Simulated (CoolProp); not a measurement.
Model: reference Helmholtz-energy equation of state, Thol 2018, in CoolProp.

Give the vapour pressure (MPa), enthalpy of vaporisation (kJ/kg), liquid cp (kJ/(kg K)) of saturated hydrogen chloride at -23.55 °C.


```csv
T (°C),p (MPa),enthalpy of vaporisation (kJ/kg),liquid cp (kJ/(kg K))
-23.55,1.32,360,1.82
```
